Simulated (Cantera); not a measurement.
A perfectly stirred reactor is fed with H2 : O2 = 0.078 : 1 (molar parts), equivalence ratio 0.039, at 0.0133 bar; it is held at 1325 K, and followed from long to short residence time.

Cantera simulation using GRI-Mech 3.0 (53 species, 325 reactions); the numbers are that mechanism's predictions, not measurements. Radical loss at walls, strong at low pressure, is not modelled. The temperature is held fixed by assumption; the heat of reaction is taken as removed at once.

What does this change do: O2 1 to 4.2 parts?


| quantity | before | after |
|---|---|---|
| x(H2) at τ = 3.10 s | 0.000119 | 2.94e-5 |
| x(O2) at τ = 3.10 s | 0.922 | 0.979 |
| x(H2O) at τ = 3.10 s | 0.0739 | 0.0180 |
| x(HO2) at τ = 3.10 s | 9.58e-7 | 3.45e-7 |
| x(H2O2) at τ = 3.10 s | 4.45e-8 | 1.35e-8 |
| x(H2) at τ = 69.0 ms | 0.00108 | 0.000238 |
| x(O2) at τ = 69.0 ms | 0.900 | 0.969 |
| x(H2O) at τ = 69.0 ms | 0.0685 | 0.0168 |
| x(HO2) at τ = 69.0 ms | 2.73e-6 | 8.87e-7 |
| x(H2O2) at τ = 69.0 ms | 9.51e-8 | 2.59e-8 |
